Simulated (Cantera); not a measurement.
Charge: 1 mol TEOS, 2.3 mol H2O, at 100 Torr.

These are equilibrium values from Cantera (NASA tables, ideal gas, pure condensed phases), not measurements of a reactor. Candidate condensed phases: C, C6H6, C7H8, C8H18, H2O, Si, SiC, SiO2; 123 gas species. The feed counts by its element totals alone. The tables hold silica as quartz up to 1696 K and as liquid above; real silica turns to tridymite and cristobalite and melts near 1996 K. Equilibrium is a limit: real reactors are often held back by kinetics, nucleation or transport.

x: gas mole fraction; n: condensed amount in mol.

```json
[
 {"T (°C)": "452", "x H2": "0.506", "x CO": "0.0182", "x H2O": "0.236", "x CH4": "0.175", "x CO2": "0.0639", "x H": "<1e-12", "x C2H2 (acetylene)": "<1e-12", "n C(graphite)": "5.10", "n SiO2(α-quartz)": "1.00", "n SiO2(β-quartz)": "0"},
 {"T (°C)": "502", "x H2": "0.615", "x CO": "0.0462", "x H2O": "0.171", "x CH4": "0.103", "x CO2": "0.0648", "x H": "2.13e-12", "x C2H2 (acetylene)": "<1e-12", "n C(graphite)": "5.35", "n SiO2(α-quartz)": "1.00", "n SiO2(β-quartz)": "0"},
 {"T (°C)": "552", "x H2": "0.683", "x CO": "0.0959", "x H2O": "0.110", "x CH4": "0.0562", "x CO2": "0.0552", "x H": "1.80e-11", "x C2H2 (acetylene)": "…", "n C(graphite)": "5.18", "n SiO2(α-quartz)": "1.00", "n SiO2(β-quartz)": "0"},
 {"T (°C)": "602", "x H2": "0.714", "x CO": "0.158", "x H2O": "0.0615", "x CH4": "0.0297", "x CO2": "0.0360", "x H": "1.16e-10", "x C2H2 (acetylene)": "…", "n C(graphite)": "4.70", "n SiO2(α-quartz)": "0", "n SiO2(β-quartz)": "1.00"},
 {"T (°C)": "652", "x H2": "0.726", "x CO": "0.210", "x H2O": "0.0302", "x CH4": "0.0160", "x CO2": "0.0177", "x H": "6.08e-10", "x C2H2 (acetylene)": "…", "n C(graphite)": "4.20", "n SiO2(α-quartz)": "0", "n SiO2(β-quartz)": "1.00"},
 {"T (°C)": "702", "x H2": "0.731", "x CO": "0.238", "x H2O": "0.0140", "x CH4": "0.00896", "x CO2": "0.00727", "x H": "2.68e-9", "x C2H2 (acetylene)": "…", "n C(graphite)": "3.90", "n SiO2(α-quartz)": "0", "n SiO2(β-quartz)": "1.00"},
 {"T (°C)": "752", "x H2": "0.735", "x CO": "0.251", "x H2O": "0.00651", "x CH4": "0.00529", "x CO2": "0.00288", "x H": "1.02e-8", "x C2H2 (acetylene)": "…", "n C(graphite)": "3.77", "n SiO2(α-quartz)": "0", "n SiO2(β-quartz)": "1.00"},
 {"T (°C)": "802", "x H2": "0.737", "x CO": "0.255", "x H2O": "0.00317", "x CH4": "0.00326", "x CO2": "0.00118", "x H": "3.45e-8", "x C2H2 (acetylene)": "…", "n C(graphite)": "3.72", "n SiO2(α-quartz)": "0", "n SiO2(β-quartz)": "1.00"},
 {"T (°C)": "852", "x H2": "0.738", "x CO": "0.257", "x H2O": "0.00163", "x CH4": "0.00210", "x CO2": "0.000517", "x H": "1.05e-7", "x C2H2 (acetylene)": "…", "n C(graphite)": "3.70", "n SiO2(α-quartz)": "0", "n SiO2(β-quartz)": "1.00"},
 {"T (°C)": "902", "x H2": "0.739", "x CO": "0.258", "x H2O": "0.000882", "x CH4": "0.00139", "x CO2": "0.000241", "x H": "2.89e-7", "x C2H2 (acetylene)": "…", "n C(graphite)": "3.70", "n SiO2(α-quartz)": "0", "n SiO2(β-quartz)": "1.00"},
 {"T (°C)": "952", "x H2": "0.740", "x CO": "0.259", "x H2O": "0.000502", "x CH4": "0.000958", "x CO2": "0.000119", "x H": "7.34e-7", "x C2H2 (acetylene)": "…", "n C(graphite)": "3.69", "n SiO2(α-quartz)": "0", "n SiO2(β-quartz)": "1.00"},
 {"T (°C)": "1002", "x H2": "0.740", "x CO": "0.259", "x H2O": "0.000298", "x CH4": "0.000677", "x CO2": "6.26e-5", "x H": "1.74e-6", "x C2H2 (acetylene)": "…", "n C(graphite)": "3.69", "n SiO2(α-quartz)": "0", "n SiO2(β-quartz)": "1.00"},
 {"T (°C)": "1052", "x H2": "0.740", "x CO": "0.259", "x H2O": "0.000184", "x CH4": "0.000491", "x CO2": "3.45e-5", "x H": "3.85e-6", "x C2H2 (acetylene)": "…", "n C(graphite)": "3.70", "n SiO2(α-quartz)": "0", "n SiO2(β-quartz)": "1.000"}
]
```

Task: What belongs in the gaps?

Result: 
- 552, x C2H2 (acetylene): 2.47e-12
- 602, x C2H2 (acetylene): 1.70e-11
- 652, x C2H2 (acetylene): 9.22e-11
- 702, x C2H2 (acetylene): 4.17e-10
- 752, x C2H2 (acetylene): 1.62e-9
- 802, x C2H2 (acetylene): 5.54e-9
- 852, x C2H2 (acetylene): 1.70e-8
- 902, x C2H2 (acetylene): 4.71e-8
- 952, x C2H2 (acetylene): 1.20e-7
- 1002, x C2H2 (acetylene): 2.84e-7
- 1052, x C2H2 (acetylene): 6.30e-7
